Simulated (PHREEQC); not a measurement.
Dissolve 1.6 mmol/kgw LiOH and 26 mmol/kgw (CH3)4NCl at 70 °C. Closed to the air; pH follows from the charge balance.

The numbers come from PHREEQC with the ion-association model, phreeqc.dat.

Precipitation was switched off in this run.

### Question
Estimate the pH.

### Answer
pH 9.92.

Species that the database lacks are ignored. (CH3)4N+ isn't in the database: it is added as a free cation with an ion size of 4 Å. Constants without temperature data keep their 25 °C values here.
